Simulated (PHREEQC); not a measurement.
# Arsenic or selenium liquor: speciation

Consider water at 58 °C with 0.032 mol/kgw H3AsO4, 0.12 mol/kgw NH3 and 0.14 mol/kgw HBr. Closed to the air; pH follows from the charge balance.

Computed with PHREEQC (ion-association model, wateq4f.dat).

This is a speciation only: nothing precipitates in the calculation.

### Question
Estimate the pH.

### Answer
pH 1.68.

### Question
In which forms is As present?

### Answer
H3AsO4 80 %, H2AsO4- 20 % of the As.

Constants without temperature data keep their 25 °C values here.
